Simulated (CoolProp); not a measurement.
Vapour-liquid equilibrium of ethane (1) + n-pentane (2) at 0.162 MPa; x and y are mole fractions of (1).

The numbers come from the multi-fluid Helmholtz-energy mixture model, Bücker 2006 and Thol 2019; pair parameters Kunz 2012 in CoolProp.

```tsv
x	bubble temperature (K)	y at the bubble point	dew temperature at overall composition x (K)	liquid density (mol/L)
0.05	282.7	0.771	322.0	9.007
0.15	242.0	0.973	318.4	10.01
0.25	225.4	0.992	314.5	10.75
0.35	216.1	0.996	310.2	11.45
0.45	210.1	0.998	305.3	12.17
0.55	205.7	0.999	299.7	12.95
0.65	202.3	0.999	293.1	13.80
0.75	199.5	1.000	284.8	14.74
0.85	197.1	1.000	273.2	15.80
0.95	194.8	1.000	251.9	17.02
```

No azeotrope shows between x = 0.05 and 0.95.

The pair parameters rest on a limited set of measurements; away from them the model extrapolates. The gap from Raoult's law changes sign with composition, which may be real or a fault of the pair parameters; it wasn't checked against measurements.
